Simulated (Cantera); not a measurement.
A perfectly stirred reactor is fed with CH4 : H2O = 1 : 4.1 (molar parts), at 300 Torr; it is held at 1450 K, and followed from long to short residence time.

Model: GRI-Mech 3.0 (53 species, 325 reactions), integrated in Cantera.

```tsv
quantity	before	after
x(CH4) at τ = 0.330 s	0.166	0.196
x(H2O) at τ = 0.330 s	0.784	0.804
x(HCO) at τ = 0.330 s	1.57e-10	<1e-12
x(HO2) at τ = 0.330 s	<1e-12	<1e-12
x(C2H2) at τ = 0.330 s	0.0102	1.07e-6
x(CH4) at τ = 19.0 ms	0.194	0.196
x(H2O) at τ = 19.0 ms	0.803	0.804
x(HCO) at τ = 19.0 ms	7.67e-11	<1e-12
x(HO2) at τ = 19.0 ms	<1e-12	<1e-12
x(C2H2) at τ = 19.0 ms	0.000141	3.01e-10
```

Q: What was changed between the two runs?
(A) H2O 4.1 to 16 parts
(B) temperature 1450 to 1250 K
(C) H2O 4.1 to 0.51 parts
(D) pressure from 300 Torr to 100.0 Torr

A: B, temperature 1450 to 1250 K
